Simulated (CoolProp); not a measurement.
Vapour-liquid equilibrium of cyclohexane (1) + n-heptane (2) at 122.65 °C; x and y are mole fractions of (1).

Values from CoolProp's multi-fluid Helmholtz-energy mixture model, Zhou 2014 and Span 2003; pair parameters Bell 2016.

Q: Give the bubble pressure and the first vapour's composition at x = 0.2, 0.425, 0.575. Is there an azeotrope?

A: x = 0.2: 0.2194 MPa, y = 0.276; x = 0.425: 0.2450 MPa, y = 0.528; x = 0.575: 0.2616 MPa, y = 0.669. No azeotrope shows between x = 0.05 and 0.95.

Pair parameters are fitted to limited data, so mixtures are less certain than the pure fluids.
